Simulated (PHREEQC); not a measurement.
A solution holds 1.2 mmol/kgw H2SiF6 and 30 mmol/kgw CdI2, at 25 °C. Closed to the air; pH follows from the charge balance.

Model: ion-association model, wateq4f.dat, run in PHREEQC.

```
quantity                    before    after
------------------------  --------  -------
pH                            2.70     2.85
ionic strength (mol/kgw)    0.0396   0.0379
Cd+2 (mol/kgw)             0.00729  0.00723
HF (mol/kgw)               0.00172  0.00193
F- (mol/kgw)              0.000703  0.00111
CdF+ (mol/kgw)             3.10e-5  4.91e-5
SI of CdF2 (CdF2)            -5.94    -5.54
```

Q: Name the change that produced these shifts.
(A) temperature from 25 to 35 °C
(B) diluted 2-fold with water
(C) H2SiF6 replaced by HBF4 at the same molality
(D) CdI2 replaced by CdSO4 at the same molality
(E) CdI2 replaced by CdBr2 at the same molality

A: C, H2SiF6 replaced by HBF4 at the same molality

No solid was allowed to form. Some of these states are supersaturated (in Quartz (slow to form), Chalcedony (slow to form), for instance). SiF6-2 is the database's only silicon fluoride.
